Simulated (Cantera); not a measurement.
Input: 1 mol SiHCl3, 71 mol N2, at 923 K and 50.3 Torr.

Cantera equilibrium calculation (NASA polynomials, part measured and part estimated; ideal gas, pure solids and liquids). Candidate condensed phases: NH4Cl, Si, Si3N4; 28 gas species. N2 is the only nitrogen source here; it is nearly inert below about 1500 K, so the nitride shown seldom forms there in practice. Kinetics and transport are ignored.

Base state: N2 0.980, HCl 0.0124, SiCl4 0.00730, H2 0.000746 (mole fractions); condensed: Si3N4(s).

Question: What changes in the equilibrium state with this change: N2 from 71 to 9 mol?

Answer: 
```tsv
species	before	after
N2	0.980	0.858
HCl	0.0124	0.0766
SiCl4	0.00730	0.0547
H2	0.000746	0.0109
SiHCl3	1.57e-6	2.78e-5
Si3N4(s), mol	0.158	0.148
```
